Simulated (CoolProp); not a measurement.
A single-stage vapour-compression cycle with carbonyl sulfide: evaporating at 314.15 K (dew point), condensing at 364.15 K (bubble point), superheat 2 K, subcooling 8 K, compressor efficiency 0.6, no pressure losses. Each further row changes one setting.

The numbers come from the reference Helmholtz-energy equation of state, Lemmon 2006 in CoolProp. It is a short technical equation, of lower accuracy than the large ones.

```tsv
case	cooling COP	pressure ratio	discharge temperature (K)	refrigerating effect (kJ/kg)	volumetric capacity (kJ/m³)
as stated	2.67	2.66	416.5	160	8660
evaporating temperature 319.15 K	(withheld)	2.38	410.2	161	(withheld)
condensing temperature 359.15 K	(withheld)	2.43	406.9	169	(withheld)
subcooling 13 K	2.83	2.66	416.5	170	9180
superheat 12 K	2.66	2.66	429.7	170	8630
compressor efficiency 0.5	2.23	2.66	427.8	160	8660
```

### Question
Some entries are withheld; supply them.

### Answer

- evaporating temperature 319.15 K, cooling COP: 3.07
- evaporating temperature 319.15 K, volumetric capacity (kJ/m³): 9760
- condensing temperature 359.15 K, cooling COP: 3.12
- condensing temperature 359.15 K, volumetric capacity (kJ/m³): 9140
